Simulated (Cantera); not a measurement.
A perfectly stirred reactor is fed with H2 : O2 : N2 = 1 : 0.781 : 2.94 (molar parts), at 2.86 atm; it is adiabatic with a 473 K inlet, and is followed from long to short residence time, starting on the burning branch (τ in s: 0.09, 0.042, 0.02, 0.0094, 0.0044, 0.0021, 0.00098, 0.00046, 0.00022, 0.0001, 4.8e-05, 2.3e-05, 1.1e-05).

Model: the H2/O2 subset of GRI-Mech 3.0, which has no nitrogen chemistry, integrated in Cantera. The hydrogen kinetics of GRI-Mech 3.0 are dated; newer H2 mechanisms differ, most at raised pressure.

One state of this run: T (K) = 1628; x H2 = 0.0266; x O2 = 0.0748; x H = 0.0173; x H2O = 0.189; x H2O2 = 5.12e-6; x OH = 0.00990; x HO2 = 0.000120. x: mole fraction; the columns are a selection and need not sum to one.

Q: Which value of τ (s) does it belong to?
A. 0.00046
B. 0.090
C. 1.1e-5
D. 0.020

A: C, 1.1e-5
